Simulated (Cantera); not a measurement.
Input: 1 mol Ti(OiPr)4, 0.092 mol O2, at 43.0 Pa.

Method: chemical equilibrium by Gibbs-energy minimisation in Cantera with the NASA 1993 tables (ideal gas, pure condensed phases). Candidate condensed phases: C, C6H6, C7H8, C8H18, H2O, Ti, TiC, TiO, TiO2, Ti2O3, Ti3O5, Ti4O7; 113 gas species. The feed counts by its element totals alone. TiC: taken at fixed stoichiometry. Kinetics and transport are ignored.

x: gas mole fraction; n: condensed amount in mol.

```csv
T (°C),x H2,x CO,x H,x C2H2 (acetylene),x CH4,x H2O,n C(graphite),n Ti3O5(s),n TiC(s)
800,0.848,0.152,6.22e-7,6.09e-9,1.42e-5,7.22e-6,9.48,0.333,0
850,0.770,0.230,1.80e-6,1.69e-8,7.48e-6,5.03e-6,6.82,0,1.00
900,0.770,0.230,4.99e-6,4.72e-8,4.96e-6,2.70e-6,6.82,0,1.00
950,0.770,0.230,1.27e-5,1.21e-7,3.40e-6,1.53e-6,6.82,0,1.00
1000,0.770,0.230,3.02e-5,2.86e-7,2.39e-6,9.06e-7,6.82,0,1.00
1050,0.770,0.230,6.71e-5,6.35e-7,1.73e-6,5.58e-7,6.82,0,1.00
1100,0.770,0.230,0.000141,1.33e-6,1.28e-6,3.57e-7,6.82,0,1.00
1150,0.770,0.230,?,?,?,?,6.82,0,1.00
1200,0.769,0.230,?,?,?,?,6.82,0,1.00
1250,0.769,0.230,0.000977,9.09e-6,5.86e-7,1.11e-7,6.82,0,1.00
1300,0.768,0.230,0.00172,1.59e-5,4.66e-7,7.90e-8,6.82,0,1.00
```

Question: Fill in the missing entries.

Answer: 
- 1150, x H: 0.000281
- 1150, x C2H2 (acetylene): 2.64e-6
- 1150, x CH4: 9.70e-7
- 1150, x H2O: 2.35e-7
- 1200, x H: 0.000535
- 1200, x C2H2 (acetylene): 5.01e-6
- 1200, x CH4: 7.47e-7
- 1200, x H2O: 1.59e-7
